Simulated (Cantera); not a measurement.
Input (Python, Cantera):

```python
import numpy as np
import cantera as ct

gas = ct.Solution("h2o2.yaml")
gas.TPX = 1225, 45000, {'H2': 5.8, 'O2': 1, 'N2': 0.52}
inlet = ct.Reservoir(gas, clone=True)

reactor = ct.IdealGasConstPressureReactor(gas, energy="off", clone=False)
exhaust = ct.Reservoir(gas, clone=True)
tau = [22, 5.6, 1.5, 0.39, 0.1, 0.027, 0.007, 0.0019, 0.00049][0]
for a, b in ((inlet, reactor), (reactor, exhaust)):
    ct.MassFlowController(a, b, mdot=lambda t: reactor.mass / tau)
net = ct.ReactorNet([reactor])
show = ['H2', 'O2', 'O', 'OH', 'H2O']

rows = []
print(f"{'tau/s':>10s}{'T/K':>9s}" + "".join(f"{s:>11s}" for s in show))
for tau in [22, 5.6, 1.5, 0.39, 0.1, 0.027, 0.007, 0.0019, 0.00049]:
    net.initial_time = 0.0
    net.advance(30 * tau)
    before = gas.X
    net.advance(40 * tau)
    drift = np.max(np.abs(gas.X - before) / (gas.X + 1e-9))
    rows.append([gas.T, *gas[show].X, drift])
    print(f"{tau:10.3e}{gas.T:9.1f}" + "".join(f"{x:11.3e}" for x in gas[show].X))
```

Output:

```
     tau/s      T/K         H2         O2          O         OH        H2O
 2.200e+01   1225.0  6.011e-01  2.309e-05  3.773e-09  1.265e-06  3.164e-01
 5.600e+00   1225.0  6.009e-01  4.592e-05  1.482e-08  2.504e-06  3.163e-01
 1.500e+00   1225.0  6.006e-01  8.889e-05  5.535e-08  4.843e-06  3.161e-01
 3.900e-01   1225.0  5.999e-01  1.747e-04  2.130e-07  9.532e-06  3.157e-01
 1.000e-01   1225.0  5.987e-01  3.462e-04  8.315e-07  1.897e-05  3.150e-01
 2.700e-02   1225.0  5.963e-01  6.704e-04  3.084e-06  3.703e-05  3.137e-01
 7.000e-03   1225.0  5.918e-01  1.334e-03  1.193e-05  7.478e-05  3.110e-01
 1.900e-03   1225.0  5.839e-01  2.623e-03  4.410e-05  1.507e-04  3.060e-01
 4.900e-04   1225.0  5.706e-01  5.443e-03  1.709e-04  3.237e-04  2.956e-01
```

Detailed kinetics in Cantera: the H2/O2 subset of GRI-Mech 3.0, which has no nitrogen chemistry. The temperature is held fixed by assumption; the heat of reaction is taken as removed at once.
